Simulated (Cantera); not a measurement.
An isothermal, constant-pressure homogeneous reactor starts with CH4 : N2 = 1 : 16 (molar parts), at 1700 K and 20.0 Torr. Integrator tolerance rtol = 1e-08.

Computed with Cantera and GRI-Mech 3.0 (53 species, 325 reactions). GRI-Mech 3.0 stops at C3 and has no aromatics, soot or wall deposition, so with more carbon than oxygen in the feed, carbon stays in small species such as C2H2 where larger ones or solid carbon would form. Radical loss at walls, strong at low pressure, is not modelled.

Q: What does this change do: pressure from 20.0 Torr to 1.00 bar?

A: 
| quantity | before | after |
|---|---|---|
| x(CH4) at 60.0 s | 1.79e-5 (gas-phase equilibrium 6.46e-6) | 0.000497 (gas-phase equilibrium 0.000240) |
| x(H2) at 60.0 s | 0.0832 (gas-phase equilibrium 0.0832) | 0.0825 (gas-phase equilibrium 0.0829) |
| x(CH2) at 60.0 s | 3.71e-9 (gas-phase equilibrium 1.34e-9) | 2.78e-9 (gas-phase equilibrium 1.33e-9) |
| x(CH3) at 60.0 s | 1.14e-6 (gas-phase equilibrium 4.13e-7) | 5.21e-6 (gas-phase equilibrium 2.51e-6) |
| x(C2H) at 60.0 s | 4.88e-7 (gas-phase equilibrium 1.12e-7) | 7.91e-8 (gas-phase equilibrium 1.81e-8) |
| x(H) at 60.0 s | 0.000262 (gas-phase equilibrium 0.000262) | 4.26e-5 (gas-phase equilibrium 4.27e-5) |
| x(C2H6) at 60.0 s | 2.23e-11 (gas-phase equilibrium 3.41e-12) | 2.03e-8 (gas-phase equilibrium 4.73e-9) |
